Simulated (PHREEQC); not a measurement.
A column of 0.2 m (30 cells, dispersivity 0.01 m, 720 s a shift, diffusion coefficient 3e-10 m²/s) holds 0.012 eq of the database's cation exchanger X per kg of pore water, first in equilibrium with 13 mmol/kgw KCl, 1.6 mmol/kgw ZnSO4 and 0.01 mmol/kgw HCl. It is flushed with 0.0032 mol/kgw CaCl2 and 1e-05 mol/kgw HCl, at 25 °C. Values are for the last cell. No CO2 enters from the air. Nothing may precipitate in this run.

The series has 31 steps of pore volumes, from 0 to 6.017.

Equilibrium calculation in PHREEQC: ion-association model, phreeqc.dat.

**Question.** After how many pore volumes does Ca at the outlet first reach half of its feed value?

**Answer.** By 2.8 pore volumes.

Complexes and solids missing from the database can't appear.
